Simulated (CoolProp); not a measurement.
Vapour-liquid equilibrium of isohexane (1) + n-heptane (2) at 337.5 K; x and y are mole fractions of (1).

Computed with CoolProp (multi-fluid Helmholtz-energy mixture model, Lemmon 2006 and Span 2003; pair parameters Bell 2016).

```
x     bubble pressure (MPa)  y at the bubble point  dew pressure at overall composition x (MPa)  liquid density (mol/L)
----  ---------------------  ---------------------  -------------------------------------------  ----------------------
0.05                0.03711                  0.152                                      0.03426                   6.472
0.15                0.04522                  0.373                                      0.03705                     [?]
0.25                    [?]                  0.527                                      0.04032                   6.597
0.35                0.06129                  0.641                                      0.04422                   6.660
0.45                0.06938                    [?]                                      0.04892                   6.725
0.55                0.07754                  0.801                                      0.05472                     [?]
0.65                0.08579                  0.859                                      0.06203                   6.856
0.75                0.09414                  0.908                                      0.07153                   6.923
0.85                    [?]                  0.949                                          [?]                   6.989
0.95                 0.1111                  0.984                                       0.1028                   7.056
```

Q: Fill in the missing entries.

A: 
- 0.15, liquid density (mol/L): 6.534
- 0.25, bubble pressure (MPa): 0.05326
- 0.45, y at the bubble point: 0.730
- 0.55, liquid density (mol/L): 6.790
- 0.85, bubble pressure (MPa): 0.1026
- 0.85, dew pressure at overall composition x (MPa): 0.08438

No azeotrope shows between x = 0.05 and 0.95.

The pair parameters rest on a limited set of measurements; away from them the model extrapolates.
